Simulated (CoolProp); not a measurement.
Isobutane along the isobar 0.795 MPa: Z from the reference equation and from simpler models built on Tc = 407.8 K, pc = 3.629 MPa, ω = 0.184; each cubic takes its own stable root.

Values from CoolProp's reference Helmholtz-energy equation of state, Bücker 2006.

| T (K) | phase | reference |
|---|---|---|
| 212.4 | liquid | 0.04050 |
| 224.5 | liquid | 0.03906 |
| 236.6 | liquid | 0.03780 |
| 248.7 | liquid | 0.03672 |
| 260.8 | liquid | 0.03579 |
| 272.9 | liquid | 0.03500 |
| 285 | liquid | 0.03435 |
| 297.1 | liquid | 0.03383 |
| 309.2 | liquid | 0.03346 |

How far does each simpler model (Redlich-Kwong, Soave-Redlich-Kwong) lie from the reference over these 9 states: mean and median of the absolute difference, and the worst?


- Redlich-Kwong: mean 9.1 %, median 8.7 %, worst +11.5 % at 309.2 K and 0.795 MPa
- Soave-Redlich-Kwong: mean 6.8 %, median 6.6 %, worst +8.1 % at 309.2 K and 0.795 MPa
